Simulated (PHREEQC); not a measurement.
A column of 0.2 m (40 cells, dispersivity 0.01 m, 300 s a shift, diffusion coefficient 3e-10 m²/s) holds 0.043 eq of the database's cation exchanger X per kg of pore water, first in equilibrium with 0.0032 mol ZnCl2, 0.012 mol ZnSO4 and 1e-05 mol HCl per kg of water. It is flushed with 0.023 mol LiCl, 0.00082 mol NaCl and 1e-05 mol HCl per kg of water, at 25 °C. Values are for the last cell. No CO2 enters from the air. Nothing may precipitate in this run.

Base run: PHREEQC, ion-association model, phreeqc.dat. Each further column changes one thing. The table gives Na in solution (mol/kgw).

```tsv
pore volumes	base	exchange capacity from 0.043 to 0.021 eq/kgw	dispersivity from 0.01 to 0.02 m
0	0	0	0
0.4125	3.64e-7	8.74e-7	7.72e-6
1.012	0.000245	(withheld)	(withheld)
1.413	0.000472	0.000570	0.000493
1.812	0.000591	0.000670	0.000594
2.413	0.000674	0.000730	0.000670
2.812	0.000703	0.000750	0.000698
3.212	0.000722	0.000762	0.000718
3.612	0.000736	0.000770	0.000732
4.213	0.000750	0.000779	0.000747
4.612	0.000757	0.000783	0.000754
5.013	0.000762	(withheld)	0.000760
5.612	0.000769	0.000791	0.000767
6.013	0.000773	0.000793	0.000771
```

Task: Fill in the missing entries.

Result: 
- 1.012, exchange capacity from 0.043 to 0.021 eq/kgw: 0.000333
- 1.012, dispersivity from 0.01 to 0.02 m: 0.000308
- 5.013, exchange capacity from 0.043 to 0.021 eq/kgw: 0.000787
